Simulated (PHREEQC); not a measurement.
Make-up at 55 °C: 0.017 mol/kgw ZnSO4, 0.0022 mol/kgw MgSO4, 0.00038 mol/kgw HCl and 0.0041 mol/kgw NaCl. Closed to the air; pH follows from the charge balance.

Equilibrium calculation in PHREEQC: ion-association model, wateq4f.dat.

Problem. The ionic strength comes out as 0.0488 mol/kgw. What activity coefficients do H+, NaSO4-, Mg+2, Zn(SO4)2-2, ZnCl+ get?

Solution. H+ 0.85, NaSO4- 0.82, Mg+2 0.47, Zn(SO4)2-2 0.44, ZnCl+ 0.81.

This is a speciation only: nothing precipitates in the calculation. Away from 25 °C the constants follow the database's enthalpies or fits; those with neither stay at their 25 °C values.
